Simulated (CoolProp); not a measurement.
Properties of R236FA along the isotherm 400 K (Tc = 398.1 K, pc = 3.191 MPa, ω = 0.377).

Model: reference Helmholtz-energy equation of state, Pan 2012, in CoolProp.

| p (MPa) | phase | density (kg/m³) | speed of sound (m/s) | viscosity (µPa s) |
|---|---|---|---|---|
| 1.77 | gas | 104.0 | 122.5 | 15.8 |
| 3.55 | supercritical | 774.5 | 104.0 | 59.8 |
| 5.32 | supercritical | 933.5 | 192.7 | 86.2 |
| 7.09 | supercritical | 992.8 | 238.8 | 99.5 |
| 8.86 | supercritical | 1032 | 273.6 | 110 |
| 10.6 | supercritical | 1062 | 301.9 | 119 |
| 12.4 | supercritical | 1087 | 327.4 | 127 |
| 14.2 | supercritical | 1108 | 350.1 | 135 |
| 16 | supercritical | 1127 | 370.7 | 142 |

Viscosity comes from a separate model (Huber 2003), an estimate that may be off by 10 % or more.
